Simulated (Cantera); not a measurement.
Input (Python, Cantera):

```python
import numpy as np
import cantera as ct

gas = ct.Solution("h2o2.yaml")
gas.TPX = 1073, 150, {'H2': 0.0081, 'O2': 1}
reactor = ct.IdealGasConstPressureReactor(gas, energy="off", clone=False)
net = ct.ReactorNet([reactor])
net.rtol, net.atol = 1e-08, 1e-18
show = ['H2', 'O2', 'H2O2', 'H', 'H2O', 'HO2']
times = np.geomspace(0.0004, 200, 9)

steps = ct.SolutionArray(gas, extra=["t"])
rows = []
print(f"{'t/s':>10s}{'T/K':>9s}{'P/Pa':>11s}" + "".join(f"{s:>11s}" for s in show))
for t in times:
    while net.time < t:
        t_next = net.step()
        steps.append(gas.state, t=t_next)
    rows.append([np.interp(t, steps.t, y) for y in (steps.T, steps.P, *steps(*show).X.T)])
    print(f"{t:10.3e}{rows[-1][0]:9.1f}{rows[-1][1]:11.4g}" + "".join(f"{x:11.3e}" for x in rows[-1][2:]))
rate = np.gradient(steps.T, steps.t)
print("integrator steps:", len(steps.t))
if steps.T.max() > steps.T[0] + 200:
    print(f"time of steepest temperature rise: {steps.t[rate.argmax()]:.4e} s")
gas.TPX = 1073, 150, {'H2': 0.0081, 'O2': 1}
gas.equilibrate("TP")
print(f"equilibrium (TP): T = {gas.T:.1f} K  " + "  ".join(f"{s} {gas[s].X[0]:.3e}" for s in show))
```

Output:

```
       t/s      T/K       P/Pa         H2         O2       H2O2          H        H2O        HO2
 4.000e-04   1073.0        150  8.035e-03  9.920e-01  9.580e-17  1.731e-11  1.576e-13  2.235e-11
 2.063e-03   1073.0        150  8.035e-03  9.920e-01  2.543e-15  4.642e-11  1.338e-11  1.153e-10
 1.064e-02   1073.0        150  8.035e-03  9.920e-01  6.748e-14  1.821e-10  7.262e-10  5.952e-10
 5.485e-02   1073.0        150  8.034e-03  9.920e-01  1.827e-12  3.783e-08  3.616e-07  3.384e-09
 2.828e-01   1073.0        150  4.047e-05  9.846e-01  2.136e-09  4.570e-04  7.538e-03  1.627e-07
 1.459e+00   1073.0        150  2.579e-05  9.855e-01  1.779e-09  3.452e-04  7.645e-03  1.442e-07
 7.521e+00   1073.0        150  1.445e-05  9.884e-01  1.781e-09  1.421e-04  7.820e-03  1.118e-07
 3.878e+01   1073.0        150  2.584e-06  9.913e-01  1.517e-09  1.058e-05  7.994e-03  4.713e-08
 2.000e+02   1073.0        150  1.711e-07  9.919e-01  6.491e-10  1.811e-07  8.051e-03  8.623e-09
integrator steps: 1305
equilibrium (TP): T = 1073.0 K  H2 1.401e-10  O2 9.919e-01  H2O2 2.096e-12  H 4.309e-12  H2O 8.067e-03  HO2 4.952e-10
```

Detailed kinetics in Cantera: the H2/O2 subset of GRI-Mech 3.0, which has no nitrogen chemistry. Radical loss at walls, strong at low pressure, is not modelled.
